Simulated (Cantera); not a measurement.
Charge: 1 mol SiH4, 0.024 mol C2H4, 17 mol H2, held at 1548 K and 880 Pa.

Method: chemical equilibrium by Gibbs-energy minimisation in Cantera with the NASA 1993 tables (ideal gas, pure condensed phases). Candidate condensed phases: C, C6H6, C7H8, C8H18, Si, SiC; 87 gas species. Mutual solubility and eutectic melting of coexisting phases are not modelled. Rates play no part.

Base state: H2 1.000, H 0.000328 (mole fractions); condensed: Si(s) + SiC(s).

Q: What changes in the equilibrium state with this change: temperature from 1548 K to 2475 K?

A: 
```csv
species,before,after
H2,1.000,0.748
H,0.000328,0.207
Si,3.61e-6,0.0421
SiC2,<1e-9,0.000471
C2H2 (acetylene),1.20e-9,0.000338
Si2C,7.92e-9,0.000507
"Si(s), mol",0.952,0
"SiC(s), mol",0.0480,0
```
Gases not in the tables: Si2H6 and higher silanes.

Q: What changes in the equilibrium state with this change: temperature from 1548 K to 1798 K?

A: 
| species | before | after |
|---|---|---|
| H2 | 1.000 | 0.996 |
| H | 0.000328 | 0.00375 |
| Si | 3.61e-6 | 0.000351 |
| SiH | 8.97e-7 | 3.76e-5 |
| SiH2 | 2.73e-6 | 2.94e-5 |
| Si(s), mol | 0.952 | 0 |
| SiC(s), mol | 0.0480 | 0.0479 |
| Si(l), mol | 0 | 0.944 |
Gases not in the tables: Si2H6 and higher silanes.
